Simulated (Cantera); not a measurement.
Input: 1 mol BCl₃, 14 mol N₂, held at 1875 °C and 1.00 bar.

Cantera equilibrium calculation (NASA polynomials, part measured and part estimated; ideal gas, pure solids and liquids). Candidate condensed phases: B, BN; 10 gas species. The tables' values for BCl₂, BCl are old estimates; treat these amounts as uncertain. Kinetics and transport are ignored.

Base state: N₂ 0.924, BCl₃ 0.0580, Cl 0.00965, BCl₂ 0.00634, BCl 0.00172, Cl₂ 5.95e-5 (mole fractions); condensed: gas only.

What changes in the equilibrium state with this change: temperature from 1875 °C to 477 °C?


```tsv
species	before	after
N₂	0.924	0.933
BCl₃	0.0580	0.0667
Cl	0.00965	<1e-9
BCl₂	0.00634	<1e-9
BCl	0.00172	<1e-9
```
